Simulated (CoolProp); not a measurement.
Computed with CoolProp (reference Helmholtz-energy equation of state, Bücker 2006).

Task: For isobutane, give the phase and the cv (kJ/(kg K)), speed of sound (m/s), conductivity (mW/(m K)) at 291.5 K and 0.101 MPa; 334.5 K and 0.101 MPa.

Result: 
- 291.5 K and 0.101 MPa: gas; cv 1.50, speed of sound 209, conductivity 16.2
- 334.5 K and 0.101 MPa: gas; cv 1.70, speed of sound 224, conductivity 20.9

Thermal conductivity comes from a separate model (Perkins 2002).
